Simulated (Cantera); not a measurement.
**Transport properties of process gases**

Gas mixture: H₂ : CH₄ : CO : C₂H₄ = 0.35 : 0.92 : 0.57 : 0.19 (molar parts), at 1.40 bar, frozen composition.

Cantera's kinetic-theory transport with the Lennard-Jones parameters of GRI-Mech 3.0, ideal gas; thermal conductivity in the mixture-averaged form. The composition is frozen, though it would react at the higher temperatures.

```csv
T (K),ρ (kg/m³),cp (J/kg/K),μ (µPa s),λ (mW/m/K),Pr,D (cm²/s) CO₂,D (cm²/s) H,D (cm²/s) OH
400,0.762,2021,17.0,60.7,0.565,0.224,1.48,0.427
550,0.554,2332,21.5,84.1,0.596,0.397,2.58,0.737
700,0.436,2634,25.5,108,0.623,0.605,3.90,1.11
850,0.359,2894,29.1,132,0.641,0.846,5.42,1.54
1000,0.305,3130,32.5,155,0.657,1.12,7.12,2.02
1150,0.265,3328,35.7,178,0.668,1.41,9.00,2.55
```
D: mixture-averaged diffusion coefficient of that species in the mixture.
